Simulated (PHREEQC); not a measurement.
A solution holds 4.5 mmol/kgw HF, 26 mmol/kgw NaBF4 and 0.028 mmol/kgw H4SiO4, at 20 °C. It is in equilibrium with CO2 at log p = 0 (atm). Otherwise closed; pH follows from the charge balance.

Model: ion-association model, wateq4f.dat, run in PHREEQC.

This is a speciation only: nothing precipitates in the calculation.

Q: Order these F species by the share of F that they hold, largest first: F-, BF4-, BF2(OH)2-, HF, BF3OH-.

A: BF4- (88 %), HF (5.3 %), BF3OH- (3.8 %), F- (2.4 %), BF2(OH)2- (0.50 %)

Q: Order these B species by the share of B that they hold, largest first: BF3OH-, H3BO3, BF2(OH)2-, BF4-.

A: BF4- (91 %), BF3OH- (5.3 %), H3BO3 (2.3 %), BF2(OH)2- (1.0 %)

The pH is 2.72 and the ionic strength 0.0282 mol/kgw. Species that the database lacks are ignored. SiF6-2 is the database's only silicon fluoride. Real BF4- forms and hydrolyses slowly; the run takes it at equilibrium.
